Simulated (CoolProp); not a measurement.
Vapour-liquid equilibrium of carbon dioxide (1) + R125 (2) at 260.6 K; x and y are mole fractions of (1).

Values from CoolProp's multi-fluid Helmholtz-energy mixture model, Span 1996 and Lemmon 2005; pair parameters Bell 2016.

```
x     bubble pressure, mixture model (MPa)  bubble pressure, Raoult's law (MPa)  y, mixture model  y, Raoult's law
----  ------------------------------------  -----------------------------------  ----------------  ---------------
0.05                                0.5565                               0.5427             0.221            0.227
0.2                                 0.8973                               0.8456             0.557            0.582
0.35                                 1.216                                1.149             0.709            0.750
0.5                                  1.510                                1.452             0.799            0.848
0.65                                 1.789                                1.755             0.866            0.912
0.8                                  2.067                                2.057             0.923            0.957
0.95                                 2.359                                2.360             0.980            0.991
```

The largest gap from Raoult's law is +6.1 % in bubble pressure, at x = 0.2. No azeotrope shows between x = 0.05 and 0.95.

The pair parameters rest on a limited set of measurements; away from them the model extrapolates.
